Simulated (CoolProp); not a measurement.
Vapour-liquid equilibrium of propylene (1) + R114 (2) at 52.95 °C; x and y are mole fractions of (1).

Values from CoolProp's multi-fluid Helmholtz-energy mixture model, Lemmon 2013 and Platzer 1990; pair parameters Bell 2016. This equation is an older, rougher fit; its heat capacities, sound speeds and derivatives of the liquid may be far off and weren't checked against measurements.

```csv
x,bubble pressure (bar),y at the bubble point,dew pressure at overall composition x (bar),liquid density (mol/L)
0.05,5.808,0.186,5.063,8.086
0.2,8.728,0.503,5.897,8.417
0.35,11.48,0.662,7.040,8.761
0.5,14.00,0.762,8.690,9.123
0.65,16.35,0.837,11.22,9.516
0.8,18.66,0.904,15.16,9.964
0.95,21.04,0.974,20.24,10.51
```

No azeotrope shows between x = 0.05 and 0.95.

Pair parameters are fitted to limited data, so mixtures are less certain than the pure fluids.
